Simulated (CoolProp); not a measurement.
A single-stage vapour-compression cycle with R1336mzz(Z): evaporating at 264.15 K (dew point), condensing at 318.15 K (bubble point), superheat 10 K, subcooling 5 K, compressor efficiency 0.7, no pressure losses. Each further row changes one setting.

The numbers come from the reference Helmholtz-energy equation of state, McLinden 2020 in CoolProp.

| case | cooling COP | pressure ratio | discharge temperature (K) | refrigerating effect (kJ/kg) | volumetric capacity (kJ/m³) |
|---|---|---|---|---|---|
| as stated | 2.82 | 9.67 | 332.9 | 132 | 151 |
| evaporating temperature 269.15 K | 3.25 | 7.48 | 331.6 | 136 | 198 |
| condensing temperature 313.15 K | 3.20 | 8.15 | 328.3 | 138 | 158 |
| subcooling 10 K | 2.95 | 9.67 | 332.9 | 138 | 158 |
| superheat 20 K | 2.88 | 9.67 | 343.3 | 140 | 155 |
| compressor efficiency 0.6 | 2.41 | 9.67 | 341.1 | 132 | 151 |
